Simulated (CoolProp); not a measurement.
Aqueous ethylene glycol as a coolant, 38 % by mass, freezing at -21.7 °C, 1 atm.

The numbers come from the Melinder's fits for secondary coolants in CoolProp.

| T (°C) | conductivity (W/(m K)) | Prandtl number | cp (kJ/(kg K)) | density (kg/m³) |
|---|---|---|---|---|
| -19.7 | 0.401 | 116 | 3.397 | 1063 |
| -13.9 | 0.406 | 86.0 | 3.422 | 1062 |
| -8 | 0.410 | 64.8 | 3.447 | 1060 |
| -2.2 | 0.415 | 50.1 | 3.471 | 1058 |
| 3.6 | 0.420 | 39.4 | 3.495 | 1056 |
| 9.5 | 0.425 | 31.5 | 3.519 | 1054 |
| 15.3 | 0.429 | 25.7 | 3.542 | 1051 |
| 21.2 | 0.434 | 21.2 | 3.564 | 1049 |
| 27 | 0.439 | 17.8 | 3.587 | 1046 |
| 32.8 | 0.443 | 15.1 | 3.608 | 1043 |
| 38.7 | 0.448 | 13.0 | 3.630 | 1040 |
